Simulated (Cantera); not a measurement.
# Low-pressure radical oxidation in H2/O2

An isothermal, constant-pressure homogeneous reactor starts with H2 : O2 = 0.1 : 1 (molar parts), at 1450 K and 20.0 Torr.

Computed with Cantera and the H2/O2 subset of GRI-Mech 3.0, which has no nitrogen chemistry. Radical loss at walls, strong at low pressure, is not modelled. The temperature is held fixed by assumption; the heat of reaction is taken as removed at once.

| t (s) | x H2 | x O2 | x H2O2 | x O | x H2O | x HO2 |
|---|---|---|---|---|---|---|
| 2.00e-6 | 0.0909 | 0.909 | 1.39e-12 | 1.51e-9 | 8.01e-11 | 1.51e-8 |
| 1.40e-5 | 0.0909 | 0.909 | 6.71e-11 | 5.18e-8 | 1.95e-8 | 1.05e-7 |
| 9.78e-5 | 0.0909 | 0.909 | 3.01e-9 | 4.95e-6 | 7.49e-6 | 7.40e-7 |
| 0.000684 | 0.00253 | 0.838 | 1.56e-7 | 0.0578 | 0.0756 | 5.52e-6 |
| 0.00478 | 0.00192 | 0.856 | 1.50e-7 | 0.0426 | 0.0807 | 5.25e-6 |
| 0.0335 | 0.000420 | 0.894 | 9.00e-8 | 0.00862 | 0.0915 | 2.86e-6 |
| 0.234 | 1.69e-5 | 0.904 | 1.69e-8 | 0.000340 | 0.0947 | 3.10e-7 |
| 1.64 | 1.04e-6 | 0.905 | 2.95e-9 | 2.10e-5 | 0.0951 | 1.34e-7 |
| 11.4 | 5.84e-7 | 0.905 | 2.28e-9 | 1.18e-5 | 0.0951 | 1.58e-7 |
| 80.0 | 5.84e-7 | 0.905 | 2.28e-9 | 1.18e-5 | 0.0951 | 1.58e-7 |
x: mole fraction; the columns are a selection and need not sum to one.

Equilibrium at this temperature and pressure: H2 5.84e-7, O2 0.905, H2O2 2.28e-9, O 1.18e-5, H2O 0.0951, HO2 1.58e-7 (gas phase only).
